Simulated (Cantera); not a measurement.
Input (Python, Cantera) and output of one run.

```python
import numpy as np
import cantera as ct

gas_names = """
    N NO NO2 NO3 N2 N2O O O2 O3 Si SiN SiO SiO2 Si2 Si2N Si3
""".split()
cond_names = """
    Si(cr) Si(L) SiO2(Lqz) SiO2(hqz) SiO2(L) Si2N2O(s) Si3N4(a)
""".split()


def load(file, names, dense=False):
    # The tables refer to 1 bar. Condensed volumes are neglected.
    table = {s.name: s for s in ct.Species.list_from_file(file)}
    out = []
    for n in names:
        d = dict(table[n].input_data)
        d["thermo"] = dict(d["thermo"], **{"reference-pressure": 1e5})
        if dense:
            d["equation-of-state"] = {"model": "constant-volume", "density": "1e6 g/cm^3"}
        out.append(ct.Species.from_dict(d))
    return out


gas = ct.Solution(thermo="ideal-gas", species=load("nasa_gas.yaml", gas_names))
cond = {s.name: ct.Solution(thermo="fixed-stoichiometry", species=[s], name=s.name)
        for s in load("nasa_condensed.yaml", cond_names, dense=True)}
atoms = {
    'Si': {'Si': 1},
    'N2O': {'N': 2, 'O': 1},
    'N2': {'N': 2},
}
top_T = {'Si2N2O(s)': 2100, 'Si3N4(a)': 2400}  # K; cautious upper limits of use, not melting points


def equilibrate(T, P, feed):
    n = {}
    for name, mol in feed.items():
        for a, k in atoms[name].items():
            n[a] = n.get(a, 0.0) + k * mol
    gas.TPX = T, P, n
    mass = sum(n.values()) * gas.mean_molecular_weight
    gas.equilibrate("TP")
    valid = [c for c in cond.values() if c.min_temp <= T <= top_T.get(c.name, c.max_temp)]
    mix = ct.Mixture([(gas, mass / gas.mean_molecular_weight)] + [(c, 0.0) for c in valid])
    mix.T, mix.P = T, P
    mix.equilibrate("TP", solver="vcs", rtol=1e-11, max_steps=5000)
    return mix


results = []
feed = {'Si': 1, 'N2O': 4.3, 'N2': 1.1}  # mol
P = 4600  # Pa
for T in [1400, 1425, 1450, 1475, 1500, 1525, 1550, 1575, 1600, 1625, 1650, 1675, 1700, 1725]:
    mix = equilibrate(T, P, feed)
    results.append((T, P, feed, dict(zip(mix.species_names, mix.species_moles))))

top = {s: max(r[3][s] / sum(r[3][g] for g in gas_names) for r in results) for s in gas_names}
cols = sorted((s for s in top if top[s] > 1e-06), key=lambda s: -top[s])[:9]
seen = [c for c in cond_names if any(r[3].get(c, 0) > 1e-12 for r in results)]
print("log10 of partial pressures in bar; condensed amounts in mol")
print(f"{'T/K':>10s}" + "".join(f"{s[:9]:>10s}" for s in cols + seen))
for T, P, feed, n in results:
    ng = sum(n[g] for g in gas_names)
    print(f"{T:10.4g}" + "".join(f"{np.log10(max(n[s] / ng * P / 1e5, 1e-99)):10.3f}" for s in cols)
          + "".join(f"{n.get(c, 0):10.4g}" for c in seen))
```

Result:

```
log10 of partial pressures in bar; condensed amounts in mol
       T/K        N2        O2        NO         O       NO2 SiO2(hqz)   SiO2(L)
      1400    -1.421    -2.094    -4.507    -7.071    -7.342         1         0
      1425    -1.421    -2.094    -4.447    -6.905    -7.320         1         0
      1450    -1.421    -2.094    -4.389    -6.744    -7.298         1         0
      1475    -1.421    -2.094    -4.333    -6.589    -7.278         1         0
      1500    -1.421    -2.094    -4.280    -6.439    -7.257         1         0
      1525    -1.421    -2.094    -4.227    -6.294    -7.238         1         0
      1550    -1.421    -2.095    -4.177    -6.154    -7.219         1         0
      1575    -1.422    -2.095    -4.128    -6.018    -7.201         1         0
      1600    -1.422    -2.095    -4.081    -5.886    -7.183         1         0
      1625    -1.422    -2.095    -4.035    -5.758    -7.166         1         0
      1650    -1.422    -2.096    -3.991    -5.635    -7.149         1         0
      1675    -1.422    -2.096    -3.948    -5.514    -7.133         1         0
      1700    -1.422    -2.096    -3.906    -5.398    -7.117         0         1
      1725    -1.422    -2.097    -3.865    -5.285    -7.102         0         1
```

Cantera equilibrium calculation (NASA polynomials, part measured and part estimated; ideal gas, pure solids and liquids). The tables hold silica as quartz up to 1696 K and as liquid above; real silica turns to tridymite and cristobalite and melts near 1996 K.
